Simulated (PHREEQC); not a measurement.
A solution holds 0.12 mol/kgw CuCl2, 0.13 mol/kgw HBF4 and 0.00022 mol/kgw NaCl, at 25 °C. Closed to the air; pH follows from the charge balance.

Equilibrium calculation in PHREEQC: ion-association model, wateq4f.dat.

This is a speciation only: nothing precipitates in the calculation.

**Question.** Order these Cu species by the share of Cu that they hold, largest first: CuCl+, Cu+2, CuCl2.

**Answer.** Cu+2 (86 %), CuCl+ (13 %), CuCl2 (0.61 %)

**Question.** Order these Cl species by the share of Cl that they hold, largest first: Cl-, CuCl2, CuCl+.

**Answer.** Cl- (93 %), CuCl+ (6.6 %), CuCl2 (0.61 %)

The pH is 1.01 and the ionic strength 0.454 mol/kgw. Real BF4- forms and hydrolyses slowly; the run takes it at equilibrium.
